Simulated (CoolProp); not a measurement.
R114 along the isobar 659 kPa: Z from the reference equation and from simpler models built on Tc = 147.5 °C, pc = 3352 kPa, ω = 0.252; each cubic takes its own stable root.

Model: reference Helmholtz-energy equation of state, Platzer 1990, in CoolProp. This equation is an older, rougher fit.

```json
[
 {"T (°C)": "103.25", "phase": "gas", "reference": "0.8955"},
 {"T (°C)": "112.05", "phase": "gas", "reference": "0.9039"},
 {"T (°C)": "120.85", "phase": "gas", "reference": "0.9115"},
 {"T (°C)": "129.75", "phase": "gas", "reference": "0.9183"},
 {"T (°C)": "138.55", "phase": "gas", "reference": "0.9244"},
 {"T (°C)": "147.35", "phase": "gas", "reference": "0.9299"},
 {"T (°C)": "156.25", "phase": "gas", "reference": "0.9349"},
 {"T (°C)": "165.05", "phase": "gas", "reference": "0.9395"},
 {"T (°C)": "173.85", "phase": "gas", "reference": "0.9437"},
 {"T (°C)": "182.65", "phase": "gas", "reference": "0.9475"},
 {"T (°C)": "191.55", "phase": "gas", "reference": "0.9511"},
 {"T (°C)": "200.35", "phase": "gas", "reference": "0.9543"},
 {"T (°C)": "209.15", "phase": "gas", "reference": "0.9574"},
 {"T (°C)": "218.05", "phase": "gas", "reference": "0.9602"},
 {"T (°C)": "226.85", "phase": "gas", "reference": "0.9628"}
]
```

Task: How far does each simpler model (Pitzer virial, van der Waals, Redlich-Kwong, Soave-Redlich-Kwong, Peng-Robinson) lie from the reference over these 15 states: mean and median of the absolute difference, and the worst?

Result: 
- Pitzer virial: mean 0.2 %, median 0.1 %, worst +0.5 % at 103.25 °C and 659 kPa
- van der Waals: mean 0.8 %, median 0.6 %, worst +2.5 % at 103.25 °C and 659 kPa
- Redlich-Kwong: mean 0.3 %, median 0.3 %, worst +0.6 % at 103.25 °C and 659 kPa
- Soave-Redlich-Kwong: mean 0.0 %, median 0.0 %, worst +0.1 % at 103.25 °C and 659 kPa
- Peng-Robinson: mean 0.7 %, median 0.7 %, worst -0.9 % at 112.05 °C and 659 kPa
